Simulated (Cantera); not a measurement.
Source: NASA polynomial tables (part measured, part estimated), evaluated in Cantera. Values are per mole of reaction as written; species without (g) are pure solids or liquids, kept so even where they would boil at 1 bar.

2 O3(g) = 3 O2(g), with ΔH° = -283.6 kJ and ΔS° = 137.5 J/K at 300 K.

### Question
How far is the shortcut ΔG° ≈ ΔH°(300 K) − T·ΔS°(300 K) from the full temperature-dependent value at 773, 848, 923, 998, 1073, 1148, 1223, 1298, 1373 K?

### Answer
```csv
T (K),shortcut (kJ),full (kJ),difference (kJ),difference in log10 K
773,-389.9,-390.4,0.5,-0.04
848,-400.2,-400.7,0.5,-0.03
923,-410.5,-410.9,0.4,-0.02
998,-420.8,-421.1,0.3,-0.02
1073,-431.1,-431.2,0.1,-0.01
1148,-441.4,-441.3,-0.1,0.00
1223,-451.7,-451.4,-0.3,0.01
1298,-462.0,-461.5,-0.5,0.02
1373,-472.3,-471.5,-0.8,0.03
```
The shortcut ignores the heat-capacity change of the reaction.
